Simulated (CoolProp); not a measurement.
Saturation properties of R142b.

Values from CoolProp's reference Helmholtz-energy equation of state, Lemmon 2006. It is a short technical equation, of lower accuracy than the large ones.

| T (K) | p (MPa) | liquid density (kg/m³) | enthalpy of vaporisation (kJ/kg) | liquid cp (kJ/(kg K)) | vapour Z |
|---|---|---|---|---|---|
| 316.6 | 0.5743 | 1063 | 188.8 | 1.370 | 0.8660 |
| 319.2 | 0.6156 | 1055 | 186.8 | 1.379 | 0.8596 |
| 321.7 | 0.6573 | 1048 | 184.9 | 1.388 | 0.8532 |
| 324.3 | 0.7029 | 1041 | 182.8 | 1.398 | 0.8463 |
| 326.8 | 0.7490 | 1034 | 180.7 | 1.407 | 0.8395 |
| 329.4 | 0.7992 | 1026 | 178.5 | 1.418 | 0.8322 |
| 331.9 | 0.8497 | 1019 | 176.4 | 1.428 | 0.8250 |
| 334.5 | 0.9048 | 1011 | 174.1 | 1.439 | 0.8173 |
| 337 | 0.9602 | 1003 | 171.8 | 1.451 | 0.8096 |
| 339.6 | 1.020 | 994.9 | 169.5 | 1.463 | 0.8014 |
| 342.1 | 1.081 | 987.0 | 167.1 | 1.476 | 0.7933 |

It boils at 264.0 K under 1 atm.
